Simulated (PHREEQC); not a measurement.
K2CO3 is added in steps, without added water, to 1 kg of water holding 57 mmol/kgw CuCl2 and 67 mmol/kgw Na2SO4, at 25 °C. Oxygen alone is held at its pressure in air (log pO2 = -0.68). No CO2 enters from the air. Solids allowed: Cu(OH)2, Malachite, Brochantite, Antlerite, Atacamite, Halite, Mirabilite, Chalcanthite, Nahcolite, Natron. Others were left out.

Base run: PHREEQC, ion-association model, wateq4f.dat. Each further column changes one thing. The table gives pH.

```tsv
K2CO3 added (mol)	base	Na2SO4 left out	CuCl2 left out	no solid may form
0	4.07	3.98	7.20	4.64
0.01625	4.25	4.11	10.88	6.14
0.0325	4.62	4.37	11.03	6.60
0.04875	4.72	4.62	11.12	7.11
0.065	6.07	6.12	11.18	7.67
0.08125	7.20	7.26	11.22	8.08
0.0975	9.03	9.27	11.26	8.46
0.1138	9.39	9.62	11.29	8.94
0.13	9.59	9.79	11.31	9.37
```

The database's constant for dissolved Cu(OH)2 is higher than later reviews accept.  In at least one series the solution becomes supersaturated in solids that the run did not let form, among them Cu(OH)2, Malachite, Brochantite, Antlerite, Atacamite. Solids allowed in the column 'Na2SO4 left out': Cu(OH)2, Malachite, Atacamite. Solids allowed in the column 'CuCl2 left out': Mirabilite, Nahcolite, Natron.
